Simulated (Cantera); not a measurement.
Feed: 1 mol C2H6, 0.44 mol NH3, 0.49 mol N2, held at 10.0 mbar.

Equilibrium computed with Cantera from the NASA thermochemical tables; the gas is ideal and each condensed phase is pure. Candidate condensed phases: C, C6H6, C7H8, C8H18; 92 gas species. Rates play no part.

Task: At 875 K, list the 3 most abundant gas species with their mole fractions, and the condensed phases.

Result: H2 0.834, N2 0.163, CH4 0.00304. Condensed: C(graphite).
